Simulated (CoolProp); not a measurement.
Vapour-liquid equilibrium of propylene (1) + propane (2) at 168.8 K; x and y are mole fractions of (1).

Model: multi-fluid Helmholtz-energy mixture model, Lemmon 2013 and Lemmon 2009; pair parameters Bell 2016, in CoolProp.

**Question.** Give the bubble pressure and the first vapour's composition at x = 0.05, 0.8, 0.95. Is there an azeotrope?

**Answer.** x = 0.05: 0.02044 bar, y = 0.079; x = 0.8: 0.02672 bar, y = 0.833; x = 0.95: 0.02742 bar, y = 0.957. No azeotrope shows between x = 0.05 and 0.95.

Pair parameters are fitted to limited data, so mixtures are less certain than the pure fluids.
